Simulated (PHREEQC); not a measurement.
Consider water at 20 °C with 0.0038 mol H2SO4, 0.0038 mol NaCl and 0.00021 mol CuCl2 per kg of water. Closed to the air; pH follows from the charge balance.

Model: ion-association model, phreeqc.dat, run in PHREEQC.

Task: The ionic strength comes out as 0.0136 mol/kgw. What activity coefficients do Na+, HSO4-, Cu+2, SO4-2, Cl- get?

Result: Na+ 0.89, HSO4- 0.89, Cu+2 0.64, SO4-2 0.63, Cl- 0.89.

Precipitation was switched off in this run. Species that the database lacks are ignored.
